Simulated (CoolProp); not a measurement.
Vapour-liquid equilibrium of isopentane (1) + R365MFC (2) at 260 kPa; x and y are mole fractions of (1).

Computed with CoolProp (multi-fluid Helmholtz-energy mixture model, Lemmon 2006 and Lemmon 2016; pair parameters Bell 2016).

| x | bubble temperature, mixture model (°C) | bubble temperature, Raoult's law (°C) | y, mixture model | y, Raoult's law |
|---|---|---|---|---|
| 0.05 | … | 68.7 | … | 0.066 |
| 0.2 | 56.6 | 66.9 | 0.417 | 0.253 |
| 0.35 | 53.1 | 65.2 | 0.531 | 0.423 |
| 0.5 | 51.8 | 63.5 | 0.595 | 0.578 |
| 0.65 | 51.4 | 61.9 | 0.648 | 0.719 |
| 0.8 | 52.0 | 60.3 | … | 0.847 |
| 0.95 | … | 58.7 | 0.889 | 0.964 |

Question: Some entries are withheld; supply them.

Answer: 
- 0.05, bubble temperature, mixture model (°C): 64.8
- 0.05, y, mixture model: 0.157
- 0.8, y, mixture model: 0.722
- 0.95, bubble temperature, mixture model (°C): 55.5

The largest gap from Raoult's law is -12.1 K in bubble temperature, at x = 0.35. y crosses x between x = 0.5 and 0.65: the model has an azeotrope there.

Pair parameters are fitted to limited data, so mixtures are less certain than the pure fluids.
